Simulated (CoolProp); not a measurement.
The numbers come from the reference Helmholtz-energy equation of state, Thol 2017 in CoolProp.

Give the vapour pressure (bar), liquid density (kg/m³), vapour density (kg/m³), enthalpy of vaporisation (kJ/kg) of saturated octamethyltrisiloxane (MDM) at 148.55, 184.35, 238.05 °C.


| T (°C) | p (bar) | liquid density (kg/m³) | vapour density (kg/m³) | enthalpy of vaporisation (kJ/kg) |
|---|---|---|---|---|
| 148.55 | 0.913 | 680 | 6.62 | 154 |
| 184.35 | 2.17 | 633 | 15.5 | 137 |
| 238.05 | 6.12 | 543 | 47.2 | 103 |
